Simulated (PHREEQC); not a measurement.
0.8 g of hydrous ferric oxide (600 m²/g; 0.2 weak and 0.005 strong sites per Fe, Dzombak-Morel constants, diffuse double layer) in 1 kg of water with 0.005 mol/kgw of an inert sodium salt and 0.15 mmol/kgw Ag2SO4, at 25 °C; the pH is set by adding NaOH or the inert anion's acid. Oxygen is held at 0.21 atm. No CO2 enters from the air. Nothing may precipitate in this run.

Equilibrium calculation in PHREEQC: ion-association model, wateq4f.dat.

```json
[
 {"pH": "3", "S sorbed (%)": "100.0", "Ag sorbed (%)": "0.0", "surface charge σ (C/m²)": "0.260", "surface potential ψ (mV)": "204"},
 {"pH": "3.38", "S sorbed (%)": "100.0", "Ag sorbed (%)": "0.0", "surface charge σ (C/m²)": "___", "surface potential ψ (mV)": "199"},
 {"pH": "3.75", "S sorbed (%)": "100.0", "Ag sorbed (%)": "0.1", "surface charge σ (C/m²)": "0.184", "surface potential ψ (mV)": "190"},
 {"pH": "4.12", "S sorbed (%)": "100.0", "Ag sorbed (%)": "0.4", "surface charge σ (C/m²)": "0.145", "surface potential ψ (mV)": "179"},
 {"pH": "4.5", "S sorbed (%)": "100.0", "Ag sorbed (%)": "1.2", "surface charge σ (C/m²)": "0.111", "surface potential ψ (mV)": "___"},
 {"pH": "4.88", "S sorbed (%)": "99.9", "Ag sorbed (%)": "2.7", "surface charge σ (C/m²)": "___", "surface potential ψ (mV)": "151"},
 {"pH": "5.25", "S sorbed (%)": "99.5", "Ag sorbed (%)": "5.4", "surface charge σ (C/m²)": "___", "surface potential ψ (mV)": "135"},
 {"pH": "5.62", "S sorbed (%)": "98.2", "Ag sorbed (%)": "8.7", "surface charge σ (C/m²)": "0.042", "surface potential ψ (mV)": "118"},
 {"pH": "6", "S sorbed (%)": "93.3", "Ag sorbed (%)": "11.9", "surface charge σ (C/m²)": "0.029", "surface potential ψ (mV)": "99"},
 {"pH": "6.38", "S sorbed (%)": "78.5", "Ag sorbed (%)": "14.4", "surface charge σ (C/m²)": "___", "surface potential ψ (mV)": "82"},
 {"pH": "6.75", "S sorbed (%)": "52.8", "Ag sorbed (%)": "16.9", "surface charge σ (C/m²)": "0.014", "surface potential ψ (mV)": "___"},
 {"pH": "7.12", "S sorbed (%)": "___", "Ag sorbed (%)": "21.0", "surface charge σ (C/m²)": "0.010", "surface potential ψ (mV)": "51"},
 {"pH": "7.5", "S sorbed (%)": "7.7", "Ag sorbed (%)": "28.7", "surface charge σ (C/m²)": "0.006", "surface potential ψ (mV)": "33"},
 {"pH": "7.88", "S sorbed (%)": "1.7", "Ag sorbed (%)": "41.8", "surface charge σ (C/m²)": "0.002", "surface potential ψ (mV)": "13"},
 {"pH": "8.25", "S sorbed (%)": "0.3", "Ag sorbed (%)": "58.5", "surface charge σ (C/m²)": "-0.001", "surface potential ψ (mV)": "-8"},
 {"pH": "8.62", "S sorbed (%)": "0.1", "Ag sorbed (%)": "74.9", "surface charge σ (C/m²)": "___", "surface potential ψ (mV)": "-28"},
 {"pH": "9", "S sorbed (%)": "0.0", "Ag sorbed (%)": "87.1", "surface charge σ (C/m²)": "-0.010", "surface potential ψ (mV)": "-49"}
]
```

Question: Fill in the missing entries.

Answer: 
- 3.38, surface charge σ (C/m²): 0.223
- 4.5, surface potential ψ (mV): 166
- 4.88, surface charge σ (C/m²): 0.082
- 5.25, surface charge σ (C/m²): 0.059
- 6.38, surface charge σ (C/m²): 0.020
- 6.75, surface potential ψ (mV): 66
- 7.12, S sorbed (%): 25.3
- 8.62, surface charge σ (C/m²): -0.005

The oxide is taken as insoluble; below pH 4 it would dissolve.
